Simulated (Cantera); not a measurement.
A perfectly stirred reactor is fed with C2H6 : N2 = 1 : 5.8 (molar parts), at 0.0133 bar; it is held at 1275 K, and followed from long to short residence time.

Model: GRI-Mech 3.0 (53 species, 325 reactions), integrated in Cantera. GRI-Mech 3.0 stops at C3 and has no aromatics, soot or wall deposition, so with more carbon than oxygen in the feed, carbon stays in small species such as C2H2 where larger ones or solid carbon would form. Radical loss at walls, strong at low pressure, is not modelled.

Predict: x(C2H6) at τ = 2.70 s; x(C2H2) at τ = 2.70 s; x(CH4) at τ = 2.70 s; x(H) at τ = 2.70 s; x(C2H) at τ = 2.70 s; x(C2H6) at τ = 9.30 ms; x(C2H2) at τ = 9.30 ms; x(CH4) at τ = 9.30 ms; x(H) at τ = 9.30 ms.


| Property | Value |
|---|---|
| x(C2H6) at τ = 2.70 s | 0.00275 |
| x(C2H2) at τ = 2.70 s | 0.0771 |
| x(CH4) at τ = 2.70 s | 0.0392 |
| x(H) at τ = 2.70 s | 2.74e-5 |
| x(C2H) at τ = 2.70 s | 4.90e-9 |
| x(C2H6) at τ = 9.30 ms | 0.129 |
| x(C2H2) at τ = 9.30 ms | 0.000285 |
| x(CH4) at τ = 9.30 ms | 0.00336 |
| x(H) at τ = 9.30 ms | 1.76e-5 |
